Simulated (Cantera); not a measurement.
Feed: 1 mol Si, 1.3 mol Cl2, 15 mol H2, equilibrated at 623.15 K and 101000 Pa.

These are equilibrium values from Cantera (NASA tables, ideal gas, pure condensed phases), not measurements of a reactor. Candidate condensed phases: Si; 19 gas species. Rates play no part.

Base state: H2 0.952, SiCl4 0.0239, SiHCl3 0.0230, SiH2Cl2 0.00119, HCl 4.59e-5, SiH3Cl 1.24e-5 (mole fractions); condensed: Si(s).

Q: What changes in the equilibrium state with this change: temperature from 623.15 K to 873 K?

A: 
| species | before | after |
|---|---|---|
| H2 | 0.952 | 0.950 |
| SiCl4 | 0.0239 | 0.0246 |
| SiHCl3 | 0.0230 | 0.0209 |
| HCl | 4.59e-5 | 0.00240 |
| SiCl3 | 1.66e-7 | 5.68e-5 |
| SiH3Cl | 1.24e-5 | 3.00e-5 |
| SiH2Cl2 | 0.00119 | 0.00161 |
| Si(s), mol | 0.251 | 0.265 |
The tables' values for SiCl3 are old estimates; treat these amounts as uncertain.

Q: What changes in the equilibrium state with this change: Si replaced by SiCl4?

A: 
| species | before | after |
|---|---|---|
| H2 | 0.952 | 0.792 |
| HCl | 4.59e-5 | 0.150 |
| SiCl4 | 0.0239 | 0.0578 |
| SiHCl3 | 0.0230 | 1.41e-5 |
| SiH2Cl2 | 0.00119 | <1e-9 |
| SiH3Cl | 1.24e-5 | <1e-9 |
| Si(s), mol | 0.251 | 0 |

Q: What changes in the equilibrium state with this change: temperature from 623.15 K to 973.15 K?

A: 
| species | before | after |
|---|---|---|
| H2 | 0.952 | 0.947 |
| SiCl4 | 0.0239 | 0.0242 |
| SiHCl3 | 0.0230 | 0.0198 |
| HCl | 4.59e-5 | 0.00651 |
| SiCl2 | 1.11e-9 | 7.20e-5 |
| SiCl3 | 1.66e-7 | 0.000246 |
| SiH3Cl | 1.24e-5 | 3.65e-5 |
| SiH2Cl2 | 0.00119 | 0.00169 |
| Si(s), mol | 0.251 | 0.283 |
The tables' values for SiCl3 are old estimates; treat these amounts as uncertain.
